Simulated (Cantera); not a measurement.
**Transport properties of process gases**

Gas mixture: N2 : C2H6 : CH3OH : H2 = 0.65 : 0.74 : 0.85 : 0.49 (molar parts), at 9.87 atm, frozen composition.

Cantera's kinetic-theory transport with the Lennard-Jones parameters of GRI-Mech 3.0, ideal gas; thermal conductivity in the mixture-averaged form. Polar gases are described roughly by these parameters.

| T (K) | ρ (kg/m³) | cp (J/kg/K) | μ (µPa s) | λ (mW/m/K) | Pr | D (cm²/s) C2H2 | D (cm²/s) H2O | D (cm²/s) OH |
|---|---|---|---|---|---|---|---|---|
| 400 | 7.56 | 1824 | 15.0 | 52.4 | 0.521 | 0.0259 | 0.0350 | 0.0497 |
| 500 | 6.05 | 2064 | 18.2 | 67.4 | 0.558 | 0.0392 | 0.0542 | 0.0738 |
| 600 | 5.04 | 2290 | 21.3 | 82.6 | 0.589 | 0.0545 | 0.0770 | 0.101 |
| 700 | 4.32 | 2489 | 24.1 | 97.8 | 0.614 | 0.0717 | 0.103 | 0.132 |
| 800 | 3.78 | 2659 | 26.8 | 113 | 0.631 | 0.0908 | 0.132 | 0.166 |
| 900 | 3.36 | 2809 | 29.4 | 128 | 0.645 | 0.111 | 0.163 | 0.202 |
| 1000 | 3.03 | 2957 | 31.8 | 143 | 0.659 | 0.134 | 0.198 | 0.242 |
D: mixture-averaged diffusion coefficient of that species in the mixture.
